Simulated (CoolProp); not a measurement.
Vapour-liquid equilibrium of R152A (1) + R113 (2) at 322.2 K; x and y are mole fractions of (1).

Values from CoolProp's multi-fluid Helmholtz-energy mixture model, Outcalt 1996 and Marx 1992; pair parameters Bell 2016.

| x | bubble pressure, mixture model (bar) | bubble pressure, Raoult's law (bar) | y, mixture model | y, Raoult's law |
|---|---|---|---|---|
| 0.05 | 1.966 | 1.585 | 0.466 | 0.363 |
| 0.15 | 3.582 | 2.628 | 0.718 | 0.656 |
| 0.25 | 4.939 | 3.672 | 0.806 | 0.783 |
| 0.35 | (withheld) | 4.715 | 0.850 | 0.853 |
| 0.45 | 6.993 | 5.758 | (withheld) | 0.898 |
| 0.55 | 7.802 | 6.802 | 0.901 | 0.930 |
| 0.65 | 8.551 | 7.845 | 0.919 | 0.953 |
| 0.75 | 9.300 | 8.888 | 0.938 | 0.970 |
| 0.85 | 10.10 | 9.931 | 0.959 | 0.984 |
| 0.95 | (withheld) | 10.97 | (withheld) | 0.995 |

Problem. Complete the blanks.

Solution. 
- 0.35, bubble pressure, mixture model (bar): 6.060
- 0.45, y, mixture model: 0.879
- 0.95, bubble pressure, mixture model (bar): 11.00
- 0.95, y, mixture model: 0.985

The largest gap from Raoult's law is +36.3 % in bubble pressure, at x = 0.15. No azeotrope shows between x = 0.05 and 0.95.

Pair parameters are fitted to limited data, so mixtures are less certain than the pure fluids.
